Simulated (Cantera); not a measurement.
A closed system holds: 1 mol Cu₂O, 7.4 mol C, 0.11 mol N₂, at 1 atm.

These are equilibrium values from Cantera (NASA tables, ideal gas, pure condensed phases), not measurements of a reactor. Candidate condensed phases: C, Cu, CuO, Cu₂O; 27 gas species. Kinetics and transport are ignored.

Question: At 1025 K, list the 3 most abundant gas species with their mole fractions, and the condensed phases.

Answer: CO 0.709, CO₂ 0.175, N₂ 0.116. Condensed: C(graphite) + Cu(s).
